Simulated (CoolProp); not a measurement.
R134a at several states: fugacity coefficient from the reference equation and from simpler models built on Tc = 374.2 K, pc = 4059 kPa, ω = 0.327; each cubic takes its own stable root.

The numbers come from the reference Helmholtz-energy equation of state, Tillner-Roth 1994 in CoolProp.

```json
[
 {"T (K)": "420.6", "p (kPa)": "121", "phase": "gas", "reference": "0.9931"},
 {"T (K)": "437.5", "p (kPa)": "24200", "phase": "supercritical", "reference": "0.4118"},
 {"T (K)": "203", "p (kPa)": "361", "phase": "liquid", "reference": "0.02202"},
 {"T (K)": "373.4", "p (kPa)": "13000", "phase": "liquid", "reference": "0.2784"},
 {"T (K)": "217.8", "p (kPa)": "3080", "phase": "liquid", "reference": "0.007690"},
 {"T (K)": "391", "p (kPa)": "495", "phase": "gas", "reference": "0.9635"}
]
```

Question: How far does each simpler model (van der Waals, Peng-Robinson) lie from the reference over these 6 states: mean and median of the absolute difference, and the worst?

Answer: 
- van der Waals: mean 588.1 %, median 16.0 %, worst +2206.1 % at 203 K and 361 kPa
- Peng-Robinson: mean 1.8 %, median 2.0 %, worst +3.4 % at 203 K and 361 kPa
